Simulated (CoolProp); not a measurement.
Computed with CoolProp (reference Helmholtz-energy equation of state, Gao 2020).

Q: For ammonia, give the phase and the density (kg/m³), cv (kJ/(kg K)), Joule-Thomson coefficient (K/MPa), viscosity (µPa s) at 42.75 °C and 462 bar.

A: 
- 42.75 °C and 462 bar: liquid; density 616, cv 2.77, Joule-Thomson coefficient -0.138, viscosity 141

Viscosity comes from a separate model (Fenghour 1995).
